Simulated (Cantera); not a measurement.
Feed: 1 mol C2H2, 1.8 mol H2, held at 1.33 mbar.

These are equilibrium values from Cantera (NASA tables, ideal gas, pure condensed phases), not measurements of a reactor. Candidate condensed phases: C, C6H6, C7H8, C8H18; 76 gas species. Equilibrium is a limit: real reactors are often held back by kinetics, nucleation or transport. All values below are at 1877 °C.

Base state: H2 0.889, H 0.109, C2H2 (acetylene) 0.00172 (mole fractions); condensed: C(graphite).

### Question
What changes in the equilibrium state with this change: pressure from 1.33 mbar to 0.260 bar?

### Answer
| species | before | after |
|---|---|---|
| H2 | 0.889 | 0.990 |
| H | 0.109 | 0.00823 |
| C2H2 (acetylene) | 0.00172 | 0.00192 |
| CH4 | 3.10e-7 | 7.48e-5 |
| CH3 | 7.33e-7 | 1.20e-5 |
| C(graphite), mol | 1.99 | 1.99 |
